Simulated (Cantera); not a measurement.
## Hydrocarbon pyrolysis for carbon deposition

A perfectly stirred reactor is fed with 3.28 % C₂H₄, 96.7 % H₂, at 0.0267 bar; it is held at 1825 K, and followed from long to short residence time.

Detailed kinetics in Cantera: GRI-Mech 3.0 (53 species, 325 reactions). GRI-Mech 3.0 was tuned for natural gas; its chemistry of ethylene as a main component is partial and can be far from experiment. GRI-Mech 3.0 stops at C3 and has no aromatics, soot or wall deposition, so with more carbon than oxygen in the feed, carbon stays in small species such as C2H2 where larger ones or solid carbon would form. Radical loss at walls, strong at low pressure, is not modelled.

```tsv
τ (s)	x C₂H₄	x H₂	x CH₂	x C₂H₆	x CH₃	x C₂H
1.6	3.28e-5	0.966	6.14e-9	3.24e-10	2.56e-6	6.25e-7
0.49	0.000104	0.967	1.29e-9	8.59e-10	7.39e-7	3.60e-7
0.15	0.000543	0.968	7.79e-10	2.95e-9	1.92e-7	1.53e-7
0.048	0.00242	0.968	1.38e-9	7.67e-9	5.85e-8	6.61e-8
0.015	0.00809	0.968	2.40e-9	1.57e-8	2.32e-8	2.82e-8
0.0046	0.0182	0.968	2.90e-9	2.23e-8	1.28e-8	9.01e-9
0.0014	0.0270	0.967	1.80e-9	1.84e-8	7.03e-9	1.52e-9
```
x: mole fraction; the columns are a selection and need not sum to one.
